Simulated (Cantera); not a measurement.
An isothermal, constant-pressure homogeneous reactor starts with H2 : O2 : H2O = 0.028 : 1 : 0.02 (molar parts), at 1023 K and 0.0263 atm.

Model: the H2/O2 subset of GRI-Mech 3.0, which has no nitrogen chemistry, integrated in Cantera. Radical loss at walls, strong at low pressure, is not modelled.

x: mole fraction; the columns are a selection and need not sum to one.

| t (s) | x H2 | x O2 | x OH | x H2O2 | x O | x H2O |
|---|---|---|---|---|---|---|
| 4.00e-6 | 0.0267 | 0.954 | <1e-12 | <1e-12 | <1e-12 | 0.0191 |
| 2.87e-5 | 0.0267 | 0.954 | 5.18e-12 | <1e-12 | 5.53e-12 | 0.0191 |
| 0.000206 | 0.0267 | 0.954 | 1.22e-10 | <1e-12 | 1.83e-10 | 0.0191 |
| 0.00147 | 0.0267 | 0.954 | 5.13e-8 | 1.34e-12 | 9.81e-8 | 0.0191 |
| 0.0106 | 0.000328 | 0.947 | 0.000843 | … | 0.00543 | 0.0450 |
| 0.0757 | 8.07e-6 | 0.953 | 0.000129 | … | 0.000164 | 0.0463 |
| 0.543 | 1.95e-7 | 0.954 | 2.35e-5 | … | 5.27e-6 | 0.0464 |
| 3.89 | 1.07e-8 | 0.954 | 6.18e-6 | … | 3.65e-7 | 0.0464 |
| 27.9 | 1.05e-9 | 0.954 | 2.01e-6 | 4.76e-10 | 3.88e-8 | 0.0464 |
| 200 | 1.36e-10 | 0.954 | 7.30e-7 | 7.16e-11 | 5.15e-9 | 0.0464 |

Q: What belongs in the gaps?

A: 
- 0.0106, x H2O2: 2.00e-7
- 0.0757, x H2O2: 1.03e-7
- 0.543, x H2O2: 2.20e-8
- 3.89, x H2O2: 3.31e-9
